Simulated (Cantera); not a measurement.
A perfectly stirred reactor is fed with N2O : N2 = 1 : 6.5 (molar parts), at 1.01 bar; it is held at 1523 K, and followed from long to short residence time.

Detailed kinetics in Cantera: GRI-Mech 3.0 (53 species, 325 reactions). GRI-Mech 3.0 was tuned for natural gas; its chemistry of N2O as a main component is partial and can be far from experiment. The temperature is held fixed by assumption; the heat of reaction is taken as removed at once.

What does this change do: temperature 1523 to 1050 K?


```csv
quantity,before,after
x(N2O) at τ = 7.30 s,0.000432,0.114
x(O) at τ = 7.30 s,8.17e-6,1.04e-7
x(O2) at τ = 7.30 s,0.0595,0.00842
x(NO2) at τ = 7.30 s,2.80e-5,1.31e-5
x(N2) at τ = 7.30 s,0.934,0.876
x(N2O) at τ = 47.0 ms,0.0335,0.133
x(O) at τ = 47.0 ms,5.47e-5,1.16e-7
x(O2) at τ = 47.0 ms,0.0372,6.65e-5
x(NO2) at τ = 47.0 ms,0.000116,2.49e-8
x(N2) at τ = 47.0 ms,0.910,0.867
```
The mechanism lacks the step 2 NO + O2 → 2 NO2, which can matter for NO2 below about 1400 K.
